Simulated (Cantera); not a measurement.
# Equilibrium for silicon oxide and oxynitride deposition: HMDSO + CO2 + H2 + N2O

Charge: 1 mol HMDSO, 1.2 mol CO2, 49 mol H2, 3.2 mol N2O, equilibrated at 0.910 bar.

Equilibrium computed with Cantera from the NASA thermochemical tables; the gas is ideal and each condensed phase is pure. Candidate condensed phases: C, C6H6, C7H8, C8H18, H2O, Si, SiC, SiO2, Si2N2O, Si3N4; 151 gas species. The feed counts by its element totals alone. Mutual solubility and eutectic melting of coexisting phases are not modelled. Gases not in the tables: Si2H6 and higher silanes. Rates play no part.

```tsv
T (K)	x H2	x CO	x N2	x SiO	n C(graphite)	n Si2N2O(s)	n SiC(s)
1575	0.880	0.0851	0.0333	2.83e-5	1.50	0.999	0
1650	0.880	0.0851	0.0333	0.000118	1.51	0.996	0
1725	0.866	0.0911	0.0403	0.000412	0	0.484	1.00
1800	0.865	0.0906	0.0414	0.00183	0	0.406	1.06
1875	0.859	0.0883	0.0446	0.00692	0	0.170	1.19
1950	0.854	0.0866	0.0468	0.0107	0	0	1.27
2025	0.853	0.0864	0.0467	0.0109	0	0	1.26
```
x: gas mole fraction; n: condensed amount in mol.

From 1575 K to 1650 K the condensed part is C(graphite) + Si2N2O(s). From 1725 K to 1875 K the condensed part is SiC(s) + Si2N2O(s). From 1950 K to 2025 K the condensed part is SiC(s). The main Si-bearing gas is SiO throughout. The share of Si in condensed phases is highest at 1575 K (99.9 %) and lowest at 2025 K (63.0 %).
